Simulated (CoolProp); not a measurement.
R245ca along the isobar 0.581 MPa: density (kg/m³) from the reference equation and from simpler models built on Tc = 447.6 K, pc = 3.941 MPa, ω = 0.355; each cubic takes its own stable root.

Model: reference Helmholtz-energy equation of state, Zhou 2016, in CoolProp.

```json
[
 {"T (K)": "347.8", "phase": "liquid", "reference": "1253"},
 {"T (K)": "356.3", "phase": "gas", "reference": "30.22"},
 {"T (K)": "364.8", "phase": "gas", "reference": "29.11"},
 {"T (K)": "373.4", "phase": "gas", "reference": "28.10"},
 {"T (K)": "381.9", "phase": "gas", "reference": "27.19"},
 {"T (K)": "390.4", "phase": "gas", "reference": "26.36"},
 {"T (K)": "398.9", "phase": "gas", "reference": "25.60"},
 {"T (K)": "407.4", "phase": "gas", "reference": "24.89"},
 {"T (K)": "415.9", "phase": "gas", "reference": "24.23"},
 {"T (K)": "424.5", "phase": "gas", "reference": "23.61"},
 {"T (K)": "433", "phase": "gas", "reference": "23.03"},
 {"T (K)": "441.5", "phase": "gas", "reference": "22.48"},
 {"T (K)": "450", "phase": "gas", "reference": "21.97"}
]
```

### Question
How far does each simpler model (van der Waals, Redlich-Kwong) lie from the reference over these 13 states: mean and median of the absolute difference, and the worst?

### Answer
- van der Waals: mean 9.8 %, median 2.3 %, worst -97.6 % at 347.8 K and 0.581 MPa
- Redlich-Kwong: mean 8.5 %, median 1.0 %, worst -97.6 % at 347.8 K and 0.581 MPa

At some of these states van der Waals, Redlich-Kwong gives the other phase, because its saturation line lies elsewhere.
